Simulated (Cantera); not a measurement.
An isothermal plug-flow reactor at 700 K and 2.40 bar (inlet), inlet velocity 2.8 m/s, active area per volume 370 1/m; feed H₂ : O₂ : N₂ = 0.012 : 0.17 : 0.79 (molar parts).

Detailed kinetics in Cantera: Deutschmann's 1995 Pt surface mechanism with GRI-Mech 3.0 gas chemistry. Catalytic surfaces can have several steady states; this one follows from the mechanism file's or the stated starting coverage. Mass transfer to the wall is taken as infinitely fast.

### Question
What does this change do: temperature 700 to 1000 K?

### Answer
```json
[
 {"quantity": "x(H₂) at z = 0.033 m", "before": "0.000590", "after": "3.89e-11"},
 {"quantity": "x(O₂) at z = 0.033 m", "before": "0.170", "after": "0.170"},
 {"quantity": "x(H₂O) at z = 0.033 m", "before": "0.0118", "after": "0.0124"},
 {"quantity": "θ(free Pt) at the exit", "before": "0.00799", "after": "0.132"},
 {"quantity": "θ(O*) at the exit", "before": "0.989", "after": "0.865"},
 {"quantity": "θ(OH*) at the exit", "before": "0.00295", "after": "0.00263"}
]
```

### Question
What does this change do: area per volume 370 to 130 1/m?

### Answer
| quantity | before | after |
|---|---|---|
| x(H₂) at z = 0.033 m | 0.000590 | 0.00166 |
| x(O₂) at z = 0.033 m | 0.170 | 0.170 |
| x(H₂O) at z = 0.033 m | 0.0118 | 0.0107 |
| θ(free Pt) at the exit | 0.00799 | 0.0182 |
| θ(O*) at the exit | 0.989 | 0.978 |
| θ(OH*) at the exit | 0.00295 | 0.00431 |

### Question
What does this change do: H2 0.012 to 0.021 parts?

### Answer
```csv
quantity,before,after
x(H₂) at z = 0.033 m,0.000590,0.000584
x(O₂) at z = 0.033 m,0.170,0.165
x(H₂O) at z = 0.033 m,0.0118,0.0210
θ(free Pt) at the exit,0.00799,0.00813
θ(O*) at the exit,0.989,0.988
θ(OH*) at the exit,0.00295,0.00395
```
